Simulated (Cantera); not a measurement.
# Adiabatic ignition

An adiabatic, constant-pressure homogeneous reactor starts with 21.0 % CH3OH, 16.6 % O2, 62.4 % N2, equivalence ratio 1.9, at 1775 K and 8.88 atm.

Computed with Cantera and GRI-Mech 3.0 (53 species, 325 reactions). GRI-Mech 3.0 was tuned for natural gas; its chemistry of methanol as a main component is partial and can be far from experiment.

```tsv
t (s)	T (K)	x CH3OH	x O2	x CH3	x NO	x C2H6	x N2O	x H
2.00e-6	1829	0.167	0.144	0.000112	7.43e-10	3.57e-6	1.43e-7	5.24e-5
8.60e-6	2797	<1e-12	0.000939	4.84e-11	7.81e-5	<1e-12	1.28e-7	0.0182
3.69e-5	2871	1.04e-12	0.000379	8.57e-11	0.000233	<1e-12	1.41e-7	0.0114
0.000159	2868	1.05e-12	0.000368	8.69e-11	0.000723	<1e-12	1.50e-7	0.0113
0.000682	2865	1.07e-12	0.000356	8.83e-11	0.00129	<1e-12	1.73e-7	0.0112
0.00293	2865	1.07e-12	0.000355	8.83e-11	0.00131	<1e-12	1.75e-7	0.0112
0.0126	2865	1.07e-12	0.000355	8.83e-11	0.00131	<1e-12	1.75e-7	0.0112
0.0541	2865	1.07e-12	0.000355	8.83e-11	0.00131	<1e-12	1.75e-7	0.0112
0.233	2865	1.07e-12	0.000355	8.83e-11	0.00131	<1e-12	1.75e-7	0.0112
1.00	2865	1.07e-12	0.000355	8.83e-11	0.00131	<1e-12	1.75e-7	0.0112
```
x: mole fraction; the columns are a selection and need not sum to one.

```yaml
time_of_steepest_temperature_rise: 3.22 µs
temperature at 1.00 s: 2865 K
equilibrium_temperature: 2865 K
x(CH3OH) at 1.00 s: 1.07e-12 (gas-phase equilibrium 1.10e-12)
x(O2) at 1.00 s: 0.000355 (gas-phase equilibrium 0.000355)
x(CH3) at 1.00 s: 8.83e-11 (gas-phase equilibrium 1.01e-10)
```
